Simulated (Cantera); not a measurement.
# Thermodynamics of fluorocarbon and chlorocarbon gases, feed CHF₃ + H₂

Feed: 1 mol CHF₃, 1 mol H₂, held at 9.10 Pa.

Method: chemical equilibrium by Gibbs-energy minimisation in Cantera with the NASA 1993 tables (ideal gas, pure condensed phases). Candidate condensed phases: C, C₆H₆, C₇H₈, C₈H₁₈; 95 gas species. Rates play no part.

```json
[
 {"T (°C)": "2152", "x HF": "0.851", "x H": "0.0711", "x F": "0.0720", "x C": "0.000632", "x C₃": "0.00164", "x CF": "0.00185", "n C(graphite)": "0.974"},
 {"T (°C)": "2227", "x HF": "0.775", "x H": "0.106", "x F": "0.106", "x C": "0.00183", "x C₃": "0.00546", "x CF": "0.00346", "n C(graphite)": "0.922"},
 {"T (°C)": "2302", "x HF": "0.670", "x H": "0.151", "x F": "0.148", "x C": "0.00498", "x C₃": "0.0169", "x CF": "0.00604", "n C(graphite)": "0.760"},
 {"T (°C)": "2377", "x HF": "0.528", "x H": "0.199", "x F": "0.193", "x C": "0.0128", "x C₃": "0.0492", "x CF": "0.00973", "n C(graphite)": "0.254"},
 {"T (°C)": "2452", "x HF": "0.403", "x H": "0.252", "x F": "0.244", "x C": "0.0233", "x C₃": "0.0561", "x CF": "0.0112", "n C(graphite)": "0"},
 {"T (°C)": "2527", "x HF": "0.294", "x H": "0.306", "x F": "0.297", "x C": "0.0366", "x C₃": "0.0448", "x CF": "0.0111", "n C(graphite)": "0"},
 {"T (°C)": "2602", "x HF": "0.199", "x H": "0.350", "x F": "0.342", "x C": "0.0545", "x C₃": "0.0330", "x CF": "0.0102", "n C(graphite)": "0"},
 {"T (°C)": "2677", "x HF": "0.126", "x H": "0.382", "x F": "0.375", "x C": "0.0761", "x C₃": "0.0217", "x CF": "0.00864", "n C(graphite)": "0"}
]
```
x: gas mole fraction; n: condensed amount in mol.

From 2152 °C to 2377 °C the condensed part is C(graphite). From 2452 °C to 2677 °C nothing is condensed. The main C-bearing gas is C₃ at 2152 °C and C at 2677 °C.
